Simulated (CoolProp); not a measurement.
A single-stage vapour-compression cycle with the fluid: evaporating at 215.15 K (dew point), condensing at 270.15 K (bubble point), superheat 10 K, subcooling 0 K, compressor efficiency 0.65, no pressure losses. The same conditions are run with several fluids, on thermodynamics alone (safety and materials aside).

Values from CoolProp's reference Helmholtz-energy equation of state of each fluid (ethylene: Smukala 2000; R115: Lemmon 2016; hydrogen chloride: Thol 2018; ammonia: Gao 2020; C3F8 (R218): Lemmon 2006).

```json
[
 {"fluid": "ethylene", "cooling COP": "1.49", "pressure ratio": "4.73", "discharge temperature (K)": "349.9", "refrigerating effect (kJ/kg)": "242", "volumetric capacity (kJ/m³)": "3340"},
 {"fluid": "R115", "cooling COP": "1.89", "pressure ratio": "9.98", "discharge temperature (K)": "298.6", "refrigerating effect (kJ/kg)": "85.8", "volumetric capacity (kJ/m³)": "290"},
 {"fluid": "hydrogen chloride", "cooling COP": "1.81", "pressure ratio": "6.29", "discharge temperature (K)": "451.2", "refrigerating effect (kJ/kg)": "322", "volumetric capacity (kJ/m³)": "2540"},
 {"fluid": "ammonia", "cooling COP": "1.89", "pressure ratio": "15.4", "discharge temperature (K)": "514.4", "refrigerating effect (kJ/kg)": "1210", "volumetric capacity (kJ/m³)": "277"},
 {"fluid": "C3F8 (R218)", "cooling COP": "1.73", "pressure ratio": "10.8", "discharge temperature (K)": "283.0", "refrigerating effect (kJ/kg)": "64.6", "volumetric capacity (kJ/m³)": "230"}
]
```
